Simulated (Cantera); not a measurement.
## Equilibrium for carbon deposition, reforming and gasification: C2H4 + CO2

Charge: 1 mol C2H4, 0.55 mol CO2, equilibrated at 0.520 bar.

These are equilibrium values from Cantera (NASA tables, ideal gas, pure condensed phases), not measurements of a reactor. Candidate condensed phases: C, C6H6, C7H8, C8H18, H2O; 110 gas species. Kinetics and transport are ignored.

| T (°C) | x H2 | x H2O | x CO | x CH4 | x CO2 | n C(graphite) |
|---|---|---|---|---|---|---|
| 252 | 0.0261 | 0.547 | 4.22e-5 | 0.350 | 0.0769 | 1.88 |
| 352 | 0.112 | 0.468 | 0.00116 | 0.318 | 0.0999 | 1.86 |
| 452 | 0.289 | 0.359 | 0.0124 | 0.224 | 0.116 | 1.91 |
| 552 | 0.487 | 0.221 | 0.0690 | 0.112 | 0.111 | 1.92 |
| 652 | 0.597 | 0.0937 | 0.203 | 0.0420 | 0.0645 | 1.75 |
| 752 | 0.627 | 0.0271 | 0.314 | 0.0150 | 0.0176 | 1.54 |
| 852 | 0.637 | 0.00737 | 0.346 | 0.00608 | 0.00364 | 1.47 |
| 952 | 0.641 | 0.00231 | 0.353 | 0.00281 | 0.000867 | 1.45 |
| 1052 | 0.643 | 0.000853 | 0.354 | 0.00144 | 0.000252 | 1.45 |
| 1152 | 0.644 | 0.000361 | 0.355 | 0.000813 | 8.74e-5 | 1.45 |
x: gas mole fraction; n: condensed amount in mol.

From 252 °C to 1152 °C the condensed part is C(graphite). The main C-bearing gas is CH4 at 252 °C and CO at 1152 °C.
